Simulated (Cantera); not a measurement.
Low-pressure radical oxidation in H2/O2

An isothermal, constant-pressure homogeneous reactor starts with 0.517 % H2, 99.5 % O2, at 1123 K and 2670 Pa.

Computed with Cantera and the H2/O2 subset of GRI-Mech 3.0, which has no nitrogen chemistry. Radical loss at walls, strong at low pressure, is not modelled.

```
t (s)        x H2   x O2    x H2O2       x O    x H2O
--------  -------  -----  --------  --------  -------
0.000700  0.00517  0.995    <1e-12   2.64e-9  1.53e-9
0.00198   0.00517  0.995  1.63e-12   3.31e-8  3.19e-8
0.00558   0.00515  0.995  6.59e-11   1.31e-5  1.42e-5
0.0158    4.53e-5  0.991   3.31e-8   0.00378  0.00487
0.0445    8.00e-6  0.992   1.97e-8   0.00249  0.00502
0.126     3.28e-6  0.994   1.77e-8   0.00102  0.00509
0.355     7.94e-7  0.995   1.28e-8  0.000253  0.00514
1.00      1.38e-7  0.995   6.04e-9   4.56e-5  0.00517
2.83      2.29e-8  0.995   1.80e-9   7.79e-6  0.00518
8.00      4.35e-9  0.995  4.47e-10   1.52e-6  0.00518
```
x: mole fraction; the columns are a selection and need not sum to one.

Equilibrium at this temperature and pressure: H2 7.37e-11, O2 0.995, H2O2 9.70e-12, O 2.70e-8, H2O 0.00519 (gas phase only).
